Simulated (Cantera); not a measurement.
Input: 1 mol SiO₂, 5.8 mol CH₄, 0.25 mol N₂, held at 1398 K and 2.85 Torr.

Method: chemical equilibrium by Gibbs-energy minimisation in Cantera with the NASA 1993 tables (ideal gas, pure condensed phases). Candidate condensed phases: C, C₆H₆, C₇H₈, C₈H₁₈, H₂O, Si, SiC, SiO₂, Si₂N₂O, Si₃N₄; 151 gas species. Equilibrium is a limit: real reactors are often held back by kinetics, nucleation or transport.

Base state: H₂ 0.837, CO 0.144, N₂ 0.0180, SiO 0.000179, H 7.02e-5, HCN 6.00e-5, CH₄ 1.16e-5 (mole fractions); condensed: C(graphite) + SiC(s).

Q: What changes in the equilibrium state with this change: CH₄ from 5.8 to 1.5 mol?

A: 
| species | before | after |
|---|---|---|
| H₂ | 0.837 | 0.704 |
| CO | 0.144 | 0.293 |
| SiO | 0.000179 | 0.00194 |
| N₂ | 0.0180 | 0.00107 |
| HCN | 6.00e-5 | 5.80e-6 |
| CH₄ | 1.16e-5 | 3.56e-6 |
| H | 7.02e-5 | 6.44e-5 |
| C(graphite), mol | 2.80 | 0 |
| SiC(s), mol | 0.998 | 0.252 |
| SiO₂(β-quartz), mol | 0 | 0.249 |
| Si₂N₂O(s), mol | 0 | 0.245 |
N₂ is the only nitrogen source here; it is nearly inert below about 1500 K, so the nitride shown seldom forms there in practice. Mutual solubility and eutectic melting of coexisting phases are not modelled. The tables hold silica as quartz up to 1696 K and as liquid above; real silica turns to tridymite and cristobalite and melts near 1996 K.

Q: What changes in the equilibrium state with this change: temperature from 1398 K to 1698.15 K?

A: 
| species | before | after |
|---|---|---|
| H₂ | 0.837 | 0.835 |
| CO | 0.144 | 0.144 |
| N₂ | 0.0180 | 0.0178 |
| H | 7.02e-5 | 0.00215 |
| SiO | 0.000179 | 0.000585 |
| C₂H₂ (acetylene) | 2.05e-6 | 6.03e-5 |
| HNC | 7.10e-7 | 1.32e-5 |
| HCN | 6.00e-5 | 0.000442 |
| C(graphite), mol | 2.80 | 2.81 |
| SiC(s), mol | 0.998 | 0.992 |

Q: What changes in the equilibrium state with this change: N₂ from 0.25 to 2.5 mol?

A: 
```json
[
 {"species": "H₂", "before": "0.837", "after": "0.768"},
 {"species": "N₂", "before": "0.0180", "after": "0.132"},
 {"species": "CO", "before": "0.144", "after": "0.0993"},
 {"species": "SiO", "before": "0.000179", "after": "6.69e-5"},
 {"species": "HCN", "before": "6.00e-5", "after": "0.000156"},
 {"species": "CH₄", "before": "1.16e-5", "after": "9.79e-6"},
 {"species": "H", "before": "7.02e-5", "after": "6.73e-5"},
 {"species": "C(graphite), mol", "before": "2.80", "after": "4.30"},
 {"species": "SiC(s), mol", "before": "0.998", "after": "0"},
 {"species": "Si₂N₂O(s), mol", "before": "0", "after": "0.499"}
]
```
N₂ is the only nitrogen source here; it is nearly inert below about 1500 K, so the nitride shown seldom forms there in practice.
